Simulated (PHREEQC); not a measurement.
Dissolve 0.1 mol KOH, 0.0044 mol CO2 and 0.00057 mol Na2CO3 per kg of water at 34 °C. Closed to the air; pH follows from the charge balance.

The numbers come from PHREEQC with the ion-association model, wateq4f.dat.

Task: The ionic strength comes out as 0.106 mol/kgw. What activity coefficients do OH-, Na+, CO3-2, NaCO3-, HCO3- get?

Result: OH- 0.75, Na+ 0.78, CO3-2 0.37, NaCO3- 0.78, HCO3- 0.78.

This is a speciation only: nothing precipitates in the calculation.
